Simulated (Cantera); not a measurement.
Feed: 1 mol SiHCl3, 52 mol N2, equilibrated at 1048 K and 21.0 mbar.

These are equilibrium values from Cantera (NASA tables, ideal gas, pure condensed phases), not measurements of a reactor. Candidate condensed phases: NH4Cl, Si, Si3N4; 28 gas species. N2 is the only nitrogen source here; it is nearly inert below about 1500 K, so the nitride shown seldom forms there in practice. The tables' values for SiCl3 are old estimates; treat these amounts as uncertain. Equilibrium is a limit: real reactors are often held back by kinetics, nucleation or transport.

Base state: N2 0.972, HCl 0.0172, SiCl4 0.00977, H2 0.000796, SiCl3 3.54e-5 (mole fractions); condensed: Si3N4(s).

What changes in the equilibrium state with this change: N2 from 52 to 6.4 mol?


| species | before | after |
|---|---|---|
| N2 | 0.972 | 0.807 |
| HCl | 0.0172 | 0.108 |
| SiCl4 | 0.00977 | 0.0722 |
| H2 | 0.000796 | 0.0122 |
| SiHCl3 | 4.62e-6 | 8.37e-5 |
| SiCl3 | 3.54e-5 | 0.000164 |
| Si3N4(s), mol | 0.159 | 0.151 |
